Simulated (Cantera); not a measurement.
What does this Cantera script print?

```python
import numpy as np
import cantera as ct

gas_names = """
    CuF2 H HF
""".split()
cond_names = """
    Cu(cr) Cu(L)
""".split()


def load(file, names, dense=False):
    # The tables refer to 1 bar. Condensed volumes are neglected.
    table = {s.name: s for s in ct.Species.list_from_file(file)}
    out = []
    for n in names:
        d = dict(table[n].input_data)
        d["thermo"] = dict(d["thermo"], **{"reference-pressure": 1e5})
        if dense:
            d["equation-of-state"] = {"model": "constant-volume", "density": "1e6 g/cm^3"}
        out.append(ct.Species.from_dict(d))
    return out


species = {s.name: s for s in load("nasa_gas.yaml", gas_names) + load("nasa_condensed.yaml", cond_names)}
# Each term lists the table entries of one substance; the one whose range holds T is used.
reactions = {
    'CuF2(g) + 2 H(g) = Cu + 2 HF(g)':
        [(-1, ['CuF2']), (-2, ['H']), (1, ['Cu(cr)', 'Cu(L)']), (2, ['HF'])],
}


def pick(names, T):
    return next(species[n] for n in names if species[n].thermo.min_temp <= T <= species[n].thermo.max_temp)


results = []
for label, terms in reactions.items():
    print(label)
    print("     T/K   dH/kJ  dS/(J/K)   dG/kJ   log10 K")
    for T in [300, 1673, 1773, 1873, 1973, 2073, 2173, 2273, 2373, 2473]:
        used = [(nu, pick(names, T)) for nu, names in terms]
        dH = sum(nu * s.thermo.h(T) for nu, s in used) / 1e6
        dS = sum(nu * s.thermo.s(T) for nu, s in used) / 1e3
        dG = dH - T * dS / 1e3
        logK = -dG * 1e6 / (ct.gas_constant * T * np.log(10))
        results.append((label, T, dH, dS, dG, logK, [s.name for _, s in used]))
        print(f"{T:8g} {dH:8.1f} {dS:8.1f} {dG:8.1f} {logK:8.2f}")
```

Result:

```
CuF2(g) + 2 H(g) = Cu + 2 HF(g)
     T/K   dH/kJ  dS/(J/K)   dG/kJ   log10 K
     300   -714.2   -115.9   -679.4   118.29
    1673   -711.1   -120.6   -509.3    15.90
    1773   -711.2   -120.7   -497.2    14.65
    1873   -711.2   -120.7   -485.1    13.53
    1973   -711.2   -120.7   -473.1    12.52
    2073   -711.2   -120.7   -461.0    11.62
    2173   -711.2   -120.7   -448.9    10.79
    2273   -711.1   -120.6   -436.9    10.04
    2373   -711.0   -120.6   -424.8     9.35
    2473   -710.9   -120.6   -412.7     8.72
```

Standard-state values (1 bar) from the NASA 1993 polynomials, evaluated with Cantera. Condensed species are held in their standard states even where they would react or evaporate.
